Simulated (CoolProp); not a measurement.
Vapour-liquid equilibrium of R125 (1) + R115 (2) at 241.3 K; x and y are mole fractions of (1).

Values from CoolProp's multi-fluid Helmholtz-energy mixture model, Lemmon 2005 and Lemmon 2016; pair parameters Bell 2016.

Give the bubble pressure and the first vapour's composition at x = 0.2, 0.65, 0.95. Is there an azeotrope?

x = 0.2: 178.9 kPa, y = 0.351; x = 0.65: 214.9 kPa, y = 0.695; x = 0.95: 214.2 kPa, y = 0.939. y crosses x between x = 0.8 and 0.875: the model has an azeotrope there.

Pair parameters are fitted to limited data, so mixtures are less certain than the pure fluids.
